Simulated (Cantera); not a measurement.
Input (Python, Cantera):

```python
import numpy as np
import cantera as ct

gas = ct.Solution("gri30.yaml")
gas.TPX = 800, 1400000, {'CH4': 1, 'O2': 1.82, 'N2': 11.6}
inlet = ct.Reservoir(gas, clone=True)
gas.equilibrate("HP")  # start burning
reactor = ct.IdealGasConstPressureReactor(gas, energy="on", clone=False)
exhaust = ct.Reservoir(gas, clone=True)
tau = [0.03, 0.016, 0.0084, 0.0045, 0.0024, 0.0013, 0.00067, 0.00035, 0.00019, 0.0001, 5.3e-05, 2.8e-05][0]
for a, b in ((inlet, reactor), (reactor, exhaust)):
    ct.MassFlowController(a, b, mdot=lambda t: reactor.mass / tau)
net = ct.ReactorNet([reactor])
show = ['CH4', 'O2', 'HCN', 'N2O', 'H', 'NO2', 'CO']

rows = []
print(f"{'tau/s':>10s}{'T/K':>9s}" + "".join(f"{s:>11s}" for s in show))
for tau in [0.03, 0.016, 0.0084, 0.0045, 0.0024, 0.0013, 0.00067, 0.00035, 0.00019, 0.0001, 5.3e-05, 2.8e-05]:
    net.initial_time = 0.0
    net.advance(30 * tau)
    before = gas.X
    net.advance(40 * tau)
    drift = np.max(np.abs(gas.X - before) / (gas.X + 1e-9))
    rows.append([gas.T, *gas[show].X, drift])
    print(f"{tau:10.3e}{gas.T:9.1f}" + "".join(f"{x:11.3e}" for x in gas[show].X))
```

Result:

```
     tau/s      T/K        CH4         O2        HCN        N2O          H        NO2         CO
 3.000e-02   2091.8  3.795e-05  1.456e-04  2.980e-06  3.222e-08  1.398e-04  6.875e-09  1.661e-02
 1.600e-02   2090.2  5.134e-05  2.268e-04  4.417e-06  4.352e-08  1.668e-04  9.639e-09  1.670e-02
 8.400e-03   2087.7  6.837e-05  3.535e-04  6.359e-06  6.053e-08  2.035e-04  1.380e-08  1.684e-02
 4.500e-03   2084.3  8.951e-05  5.389e-04  8.772e-06  8.389e-08  2.496e-04  1.954e-08  1.705e-02
 2.400e-03   2079.4  1.185e-04  8.202e-04  1.182e-05  1.156e-07  3.077e-04  2.738e-08  1.737e-02
 1.300e-03   2072.6  1.599e-04  1.236e-03  1.546e-05  1.544e-07  3.756e-04  3.702e-08  1.784e-02
 6.700e-04   2062.0  2.322e-04  1.938e-03  2.010e-05  2.029e-07  4.577e-04  4.895e-08  1.861e-02
 3.500e-04   2046.0  3.620e-04  3.082e-03  2.491e-05  2.489e-07  5.338e-04  5.998e-08  1.983e-02
 1.900e-04   2020.2  6.291e-04  5.075e-03  2.775e-05  2.739e-07  5.653e-04  6.506e-08  2.181e-02
 1.000e-04    800.0  6.935e-02  1.262e-01 -1.451e-18 -2.893e-20  2.835e-19 -2.263e-18 -2.925e-15
 5.300e-05    800.0  6.935e-02  1.262e-01  6.093e-24  2.372e-21  1.490e-19  9.498e-24  6.162e-20
 2.800e-05    800.0  6.935e-02  1.262e-01  2.291e-30  6.805e-22  7.810e-20  3.572e-30  7.267e-21
```

Computed with Cantera and GRI-Mech 3.0 (53 species, 325 reactions). The pressure lies above the range GRI-Mech 3.0 was tuned for (to about 10 atm).
